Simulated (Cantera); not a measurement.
A perfectly stirred reactor is fed with 4.36 % CH₄, 94.8 % H₂, 0.862 % N₂, at 0.133 bar; it is held at 2250 K, and followed from long to short residence time.

Cantera simulation using GRI-Mech 3.0 (53 species, 325 reactions); the numbers are that mechanism's predictions, not measurements. GRI-Mech 3.0 stops at C3 and has no aromatics, soot or wall deposition, so with more carbon than oxygen in the feed, carbon stays in small species such as C2H2 where larger ones or solid carbon would form.

**Question.** Predict: x(CH₄) at τ = 17.0 s; x(H₂) at τ = 17.0 s; x(CH₂) at τ = 17.0 s; x(C₂H₄) at τ = 17.0 s; x(CH₄) at τ = 19.0 ms; x(H₂) at τ = 19.0 ms; x(C₂H₆) at τ = 19.0 ms; x(CH₂) at τ = 19.0 ms; x(C₂H₄) at τ = 19.0 ms.

**Answer.** 
```
Item                       Value
----------------------  --------
x(CH₄) at τ = 17.0 s    0.000100
x(H₂) at τ = 17.0 s        0.951
x(CH₂) at τ = 17.0 s     1.22e-6
x(C₂H₄) at τ = 17.0 s    5.02e-6
x(CH₄) at τ = 19.0 ms    0.00297
x(H₂) at τ = 19.0 ms       0.953
x(C₂H₆) at τ = 19.0 ms   1.43e-7
x(CH₂) at τ = 19.0 ms    2.01e-5
x(C₂H₄) at τ = 19.0 ms   1.25e-5
```
